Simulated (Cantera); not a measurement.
A perfectly stirred reactor is fed with 14.5 % H2, 65.8 % O2, 19.7 % N2, at 0.0217 atm; it is held at 1373 K, and followed from long to short residence time.

Cantera simulation using the H2/O2 subset of GRI-Mech 3.0, which has no nitrogen chemistry; the numbers are that mechanism's predictions, not measurements. Radical loss at walls, strong at low pressure, is not modelled. The temperature is held fixed by assumption; the heat of reaction is taken as removed at once.

Predict: x(H2) at τ = 20.0 s; x(O2) at τ = 20.0 s; x(HO2) at τ = 20.0 s; x(OH) at τ = 20.0 s; x(H2O2) at τ = 20.0 s; x(H2) at τ = 0.260 s; x(O2) at τ = 0.260 s; x(HO2) at τ = 0.260 s; x(OH) at τ = 0.260 s; x(H2O2) at τ = 0.260 s.


```json
{
  "x(H2) at τ = 20.0 s": "5.32e-5",
  "x(O2) at τ = 20.0 s": "0.630",
  "x(HO2) at τ = 20.0 s": "5.67e-7",
  "x(OH) at τ = 20.0 s": "0.00104",
  "x(H2O2) at τ = 20.0 s": "3.87e-8",
  "x(H2) at τ = 0.260 s": "0.000901",
  "x(O2) at τ = 0.260 s": "0.624",
  "x(HO2) at τ = 0.260 s": "3.89e-6",
  "x(OH) at τ = 0.260 s": "0.00436",
  "x(H2O2) at τ = 0.260 s": "1.63e-7"
}
```
